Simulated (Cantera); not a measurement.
An isothermal, constant-pressure homogeneous reactor starts with 0.148 % CO, 1.18 % O₂, 0.305 % H₂O, 98.4 % N₂, at 1298 K and 35000 Pa.

Cantera simulation using GRI-Mech 3.0 (53 species, 325 reactions); the numbers are that mechanism's predictions, not measurements.

x: mole fraction; the columns are a selection and need not sum to one.

```json
[
 {"t (s)": "8.00e-5", "x CO": "0.00148", "x O₂": "0.0118", "x H₂O": "0.00305", "x CO₂": "1.01e-10", "x HO₂": "3.95e-12"},
 {"t (s)": "0.000258", "x CO": "0.00148", "x O₂": "0.0118", "x H₂O": "0.00305", "x CO₂": "3.31e-10", "x HO₂": "1.26e-11"},
 {"t (s)": "0.000830", "x CO": "0.00148", "x O₂": "0.0118", "x H₂O": "0.00305", "x CO₂": "1.17e-9", "x HO₂": "4.20e-11"},
 {"t (s)": "0.00267", "x CO": "0.00148", "x O₂": "0.0118", "x H₂O": "0.00305", "x CO₂": "7.17e-9", "x HO₂": "2.25e-10"},
 {"t (s)": "0.00862", "x CO": "0.00147", "x O₂": "0.0118", "x H₂O": "0.00305", "x CO₂": "5.21e-7", "x HO₂": "1.48e-8"},
 {"t (s)": "0.0278", "x CO": "(withheld)", "x O₂": "0.0113", "x H₂O": "0.00295", "x CO₂": "(withheld)", "x HO₂": "(withheld)"},
 {"t (s)": "0.0894", "x CO": "3.27e-5", "x O₂": "0.0111", "x H₂O": "0.00303", "x CO₂": "0.00144", "x HO₂": "2.09e-7"},
 {"t (s)": "0.288", "x CO": "2.23e-6", "x O₂": "0.0111", "x H₂O": "0.00305", "x CO₂": "0.00147", "x HO₂": "2.82e-8"},
 {"t (s)": "0.928", "x CO": "1.36e-7", "x O₂": "0.0111", "x H₂O": "0.00305", "x CO₂": "0.00148", "x HO₂": "4.14e-9"},
 {"t (s)": "2.99", "x CO": "1.19e-8", "x O₂": "0.0111", "x H₂O": "0.00305", "x CO₂": "0.00148", "x HO₂": "1.07e-9"},
 {"t (s)": "9.63", "x CO": "4.16e-9", "x O₂": "0.0111", "x H₂O": "0.00305", "x CO₂": "0.00148", "x HO₂": "5.85e-10"},
 {"t (s)": "31.0", "x CO": "3.51e-9", "x O₂": "0.0111", "x H₂O": "0.00305", "x CO₂": "0.00148", "x HO₂": "5.43e-10"},
 {"t (s)": "100", "x CO": "3.51e-9", "x O₂": "0.0111", "x H₂O": "0.00305", "x CO₂": "0.00148", "x HO₂": "5.43e-10"}
]
```

Problem. Some entries are withheld; supply them.

Solution. 
- 0.0278, x CO: 0.000653
- 0.0278, x CO₂: 0.000822
- 0.0278, x HO₂: 6.91e-7
